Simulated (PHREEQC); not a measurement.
PHREEQC input (ion-association model, phreeqc.dat):

```
SOLUTION 1
  temp 25
  units mol/kgw
  pH 7 charge
END
SELECTED_OUTPUT 1
  -reset false
  -pH true
  -pe true
  -ionic_strength true
  -water true
  -totals Ntg Oxg
  -molalities H+ OH-
USER_PUNCH 1
  -headings p_Ntg(g) phi_Ntg(g) p_Oxg(g) phi_Oxg(g) p_H2O(g) phi_H2O(g) density
  10 PUNCH PR_P("Ntg(g)"), PR_PHI("Ntg(g)"), PR_P("Oxg(g)"), PR_PHI("Oxg(g)"), PR_P("H2O(g)"), PR_PHI("H2O(g)"), RHO
PRINT
  -reset false
USE solution 1
REACTION_TEMPERATURE 1
  50
GAS_PHASE 1
  -fixed_pressure
  -pressure 2
  -temperature 50
  -volume 20
  Ntg(g) 0.92
  Oxg(g) 1.08
  H2O(g) 0
END
# ... the last block is repeated for the other 12 points of P (atm)
```

Selected output (columns that matter, 13 of 13 rows; P (atm) added in front):

```
P (atm)	pH	mu	Ntg	Oxg	m_H+	m_OH-	p_Ntg(g)	phi_Ntg(g)	p_Oxg(g)	phi_Oxg(g)	p_H2O(g)	phi_H2O(g)	density
2	6.6307	2.3419e-07	0.00044437	0.00094323	2.3419e-07	2.3419e-07	0.86376	0.99991	1.0135	0.9985	0.12279	0.98913	0.98807
5	6.6302	2.3448e-07	0.0011495	0.002436	2.3448e-07	2.3448e-07	2.2433	0.99923	2.632	0.99652	0.12472	0.97584	0.9882
10	6.6293	2.3496e-07	0.0023124	0.0048873	2.3496e-07	2.3496e-07	4.5424	0.9982	5.3296	0.99331	0.12797	0.95423	0.98842
20	6.6275	2.3593e-07	0.0045936	0.0096566	2.3593e-07	2.3593e-07	9.1406	0.99638	10.725	0.98712	0.13469	0.91281	0.98886
30	6.6257	2.369e-07	0.006818	0.014255	2.369e-07	2.369e-07	13.739	0.99485	16.12	0.9812	0.14167	0.87369	0.98929
40	6.6239	2.3787e-07	0.0089885	0.018691	2.3787e-07	2.3787e-07	18.336	0.99359	21.515	0.97554	0.14892	0.83677	0.98972
50	6.6221	2.3885e-07	0.011108	0.022972	2.3885e-07	2.3885e-07	22.934	0.99261	26.91	0.97014	0.15644	0.80194	0.99016
75	6.6177	2.4133e-07	0.016199	0.033045	2.4133e-07	2.4133e-07	34.427	0.9913	40.396	0.95777	0.17639	0.72333	0.99124
100	6.6132	2.4383e-07	0.021023	0.042302	2.4383e-07	2.4383e-07	45.919	0.99154	53.883	0.94694	0.19792	0.65558	0.99231
150	6.6042	2.4892e-07	0.029992	0.058736	2.4892e-07	2.4892e-07	68.901	0.99626	80.853	0.92966	0.2453	0.547	0.99444
200	6.5952	2.5412e-07	0.038216	0.072905	2.5412e-07	2.5412e-07	91.88	1.006	107.82	0.91771	0.29758	0.46626	0.99656
300	6.5772	2.6488e-07	0.052972	0.096236	2.6488e-07	2.6488e-07	137.83	1.0381	161.76	0.90733	0.41238	0.35967	1.0007
400	6.5592	2.7611e-07	0.066051	0.11485	2.7611e-07	2.7611e-07	183.78	1.0842	215.69	0.91135	0.5345	0.29649	1.0048
```

At this temperature some constants are extrapolated from 25 °C, and those without enthalpy data are left unchanged.
